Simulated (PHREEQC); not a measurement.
Dissolve 0.0058 mol/kgw CaSO4 and 0.0016 mol/kgw NaF at 25 °C. Closed to the air; pH follows from the charge balance.

All values are PHREEQC results (ion-association model, phreeqc.dat), not measurements.

```tsv
quantity	before	after
pH	7.23	7.11
ionic strength (mol/kgw)	0.0197	0.0196
Ca+2 (mol/kgw)	0.00455	0.00450
SO4-2 (mol/kgw)	0.00453	0.00448
CaSO4 (mol/kgw)	0.00125	0.00130
NaSO4- (mol/kgw)	2.08e-5	2.18e-5
SI of Gypsum (CaSO4:2H2O)	-0.57	-0.58
SI of Fluorite (CaF2)	+2.31	+2.20
```

Q: What was changed between the two runs?
(A) temperature from 25 to 35 °C
(B) diluted 100-fold with water
(C) temperature from 25 to 10 °C
(D) diluted 10-fold with water
(E) 0.00022 mol/kgw Na2SO4 added

A: A, temperature from 25 to 35 °C

No solid was allowed to form. Some of these states are supersaturated (in Fluorite, for instance).
